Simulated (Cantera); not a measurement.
Charge: 1 mol Si, 0.13 mol N2O, 910 mol N2.

Method: chemical equilibrium by Gibbs-energy minimisation in Cantera with the NASA 1993 tables (ideal gas, pure condensed phases). Candidate condensed phases: Si, SiO2, Si2N2O, Si3N4; 16 gas species. Mutual solubility and eutectic melting of coexisting phases are not modelled. Equilibrium is a limit: real reactors are often held back by kinetics, nucleation or transport.

Question: What condenses at these points (T in °C, P in Pa): (1327, 4600); (1577, 0.60); (1777, 28000); (1377, 130); (1677, 1000000); (1477, 0.10); (1577, 1000000)?

Answer: 
```tsv
T (°C)	P in Pa	condensed phases	Si condensed (%)
1327	4600	Si2N2O + Si3N4	96.9
1577	0.60	gas only	0.0
1777	28000	Si	50.3
1377	130	Si3N4	73.6
1677	1000000	Si2N2O + Si3N4	94.6
1477	0.10	gas only	0.0
1577	1000000	Si2N2O + Si3N4	99.2
```
